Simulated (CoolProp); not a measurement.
The numbers come from the reference Helmholtz-energy equation of state, Gao 2016 in CoolProp.

**Question.** For sulfur dioxide, give the phase and the density (kg/m³), cp (kJ/(kg K)), cv (kJ/(kg K)), isothermal compressibility (1/MPa) at 129.95 °C and 7.34 bar; 138.25 °C and 7.34 bar.

**Answer.** 
- 129.95 °C and 7.34 bar: gas; density 14.6, cp 0.732, cv 0.572, isothermal compressibility 1.42
- 138.25 °C and 7.34 bar: gas; density 14.3, cp 0.731, cv 0.574, isothermal compressibility 1.42
